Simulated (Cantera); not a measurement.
An adiabatic, constant-pressure homogeneous reactor starts with CH4 : H2 : O2 : N2 = 1 : 0.75 : 2.38 : 8.93 (molar parts), equivalence ratio 1.00, at 1275 K and 0.987 atm.

Detailed kinetics in Cantera: GRI-Mech 3.0 (53 species, 325 reactions).

Predict: time of steepest temperature rise; temperature at 4.00 s; equilibrium temperature; x(H2) at 4.00 s; x(O2) at 4.00 s; x(H2O) at 4.00 s.


* **time of steepest temperature rise**: 0.747 ms
* **temperature at 4.00 s**: 2672 K
* **equilibrium temperature**: 2672 K
* **x(H2) at 4.00 s**: 0.0183 (gas-phase equilibrium 0.0183)
* **x(O2) at 4.00 s**: 0.0164 (gas-phase equilibrium 0.0164)
* **x(H2O) at 4.00 s**: 0.179 (gas-phase equilibrium 0.179)
